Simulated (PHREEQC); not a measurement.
HF is added in steps, without added water, to 1 kg of water holding 0.0022 mol/kgw CuSO4, 3.6e-05 mol/kgw H2SO4 and 0.049 mol/kgw KCl, at 25 °C. O2 is buffered at 0.21 atm. No CO2 enters from the air. Solids allowed: Cu(OH)2, Brochantite, Antlerite, Atacamite, Chalcanthite, CuF2:2H2O. Others were left out.

Base run: PHREEQC, ion-association model, wateq4f.dat. Each further column changes one thing. The table gives HF (mol/kgw).

```json
[
 {"HF added (mol)": "0", "base": "0", "H2SO4 from 3.6e-05 to 3.24e-05 mol/kgw": "0", "diluted 10-fold with water": "0", "H2SO4 left out": "0", "no solid may form": "0"},
 {"HF added (mol)": "0.00045", "base": "0.000121", "H2SO4 from 3.6e-05 to 3.24e-05 mol/kgw": "0.000120", "diluted 10-fold with water": "0.000131", "H2SO4 left out": "0.000108", "no solid may form": "0.000121"},
 {"HF added (mol)": "0.0009", "base": "0.000332", "H2SO4 from 3.6e-05 to 3.24e-05 mol/kgw": "0.000330", "diluted 10-fold with water": "0.000363", "H2SO4 left out": "0.000314", "no solid may form": "0.000332"},
 {"HF added (mol)": "0.00135", "base": "0.000584", "H2SO4 from 3.6e-05 to 3.24e-05 mol/kgw": "0.000582", "diluted 10-fold with water": "0.000636", "H2SO4 left out": "0.000563", "no solid may form": "0.000584"},
 {"HF added (mol)": "0.0018", "base": "0.000859", "H2SO4 from 3.6e-05 to 3.24e-05 mol/kgw": "0.000857", "diluted 10-fold with water": "0.000931", "H2SO4 left out": "0.000837", "no solid may form": "0.000859"},
 {"HF added (mol)": "0.00225", "base": "0.00115", "H2SO4 from 3.6e-05 to 3.24e-05 mol/kgw": "0.00115", "diluted 10-fold with water": "0.00124", "H2SO4 left out": "0.00113", "no solid may form": "0.00115"},
 {"HF added (mol)": "0.0027", "base": "0.00146", "H2SO4 from 3.6e-05 to 3.24e-05 mol/kgw": "0.00145", "diluted 10-fold with water": "0.00156", "H2SO4 left out": "0.00143", "no solid may form": "0.00146"}
]
```
